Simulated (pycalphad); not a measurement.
Phase fractions of Al-13.32Fe-1.29Si (at.%)

All values are pycalphad results on the COST 507 light-alloy database (1999) (1 atm), not direct measurements. The data set is of 1999 and partly superseded. Amounts are mole fractions of atoms.

```
T (K)  liquid     AL13FE4         fcc  ALFESI_ALPHA
-----  ------  ----------  ----------  ------------
1400    1.000           -           -             -
1325    0.909       0.091           -             -
1250    0.692       0.308           -             -
1175    0.588       0.412           -             -
1100    0.528       0.472           -             -
1025    0.490       0.510           -             -
950     0.465       0.535           -             -
875         -       0.442       0.408         0.150
800         -  (withheld)  (withheld)    (withheld)
725         -  (withheld)  (withheld)    (withheld)
650         -       0.421       0.400         0.179
575         -       0.421       0.400         0.179
500         -       0.423       0.400         0.178
```

Problem. Some entries are withheld; supply them.

Solution. 
- 800, AL13FE4: 0.429
- 800, fcc: 0.404
- 800, ALFESI_ALPHA: 0.167
- 725, AL13FE4: 0.423
- 725, fcc: 0.402
- 725, ALFESI_ALPHA: 0.176

Database names, with the compositions (at.%) that they take in these runs: AL13FE4: Al 75 Fe 24; ALFESI_ALPHA: Al 74 Fe 19 Si 7.
